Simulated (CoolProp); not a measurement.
Values from CoolProp's reference Helmholtz-energy equation of state, Marx 1992.

**Question.** Give the vapour pressure (MPa), liquid density (kg/m³), vapour density (kg/m³) of saturated R113 at 50.85, 62.65 °C.

**Answer.** 
| T (°C) | p (MPa) | liquid density (kg/m³) | vapour density (kg/m³) |
|---|---|---|---|
| 50.85 | 0.113 | 1500 | 8.21 |
| 62.65 | 0.163 | 1470 | 11.6 |
